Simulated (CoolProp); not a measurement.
Vapour-liquid equilibrium of R134a (1) + R142b (2) at 746 kPa; x and y are mole fractions of (1).

Computed with CoolProp (multi-fluid Helmholtz-energy mixture model, Tillner-Roth 1994 and Lemmon 2006; pair parameters Bell 2016).

```csv
x,bubble temperature (K),y at the bubble point,dew temperature at overall composition x (K),liquid density (mol/L)
0.05,324.5,0.091,325.5,10.37
0.125,321.5,0.213,323.7,10.48
0.2,318.9,0.319,321.8,10.59
0.275,316.5,0.412,320.0,10.70
0.35,314.3,0.495,318.1,10.80
0.425,312.4,0.569,316.1,10.90
0.5,310.6,0.636,314.2,11.00
0.575,309.0,0.698,312.2,11.09
0.65,307.5,0.756,310.2,11.19
0.725,306.2,0.810,308.3,11.29
0.8,304.9,0.863,306.4,11.39
0.875,303.8,0.914,304.6,11.50
0.95,302.7,0.965,303.0,11.61
```

No azeotrope shows between x = 0.05 and 0.95.

The pair parameters rest on a limited set of measurements; away from them the model extrapolates.
